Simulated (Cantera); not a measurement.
Cantera with NASA thermochemical tables; ideal gases at 1 bar, condensed phases pure. Values are per mole of reaction as written; species without (g) are pure solids or liquids, kept so even where they would boil at 1 bar.

2 Ti + 3 O(g) = Ti2O3

```json
[
 {"T (K)": "500", "ΔH° (kJ)": "?", "ΔS° (J/K)": "?", "ΔG° (kJ)": "?", "log10 K": "?"},
 {"T (K)": "525", "ΔH° (kJ)": "-2267.0", "ΔS° (J/K)": "-465.1", "ΔG° (kJ)": "-2022.8", "log10 K": "201.25"},
 {"T (K)": "550", "ΔH° (kJ)": "?", "ΔS° (J/K)": "?", "ΔG° (kJ)": "?", "log10 K": "?"},
 {"T (K)": "575", "ΔH° (kJ)": "-2266.3", "ΔS° (J/K)": "-463.8", "ΔG° (kJ)": "-1999.5", "log10 K": "181.64"},
 {"T (K)": "600", "ΔH° (kJ)": "-2265.9", "ΔS° (J/K)": "-463.2", "ΔG° (kJ)": "-1988.0", "log10 K": "173.06"},
 {"T (K)": "625", "ΔH° (kJ)": "?", "ΔS° (J/K)": "?", "ΔG° (kJ)": "?", "log10 K": "?"}
]
```

Question: Complete the blanks.

Answer: 
- 500, ΔH° (kJ): -2267.3
- 500, ΔS° (J/K): -465.7
- 500, ΔG° (kJ): -2034.4
- 500, log10 K: 212.53
- 550, ΔH° (kJ): -2266.6
- 550, ΔS° (J/K): -464.5
- 550, ΔG° (kJ): -2011.2
- 550, log10 K: 191.00
- 625, ΔH° (kJ): -2265.4
- 625, ΔS° (J/K): -462.5
- 625, ΔG° (kJ): -1976.4
- 625, log10 K: 165.17
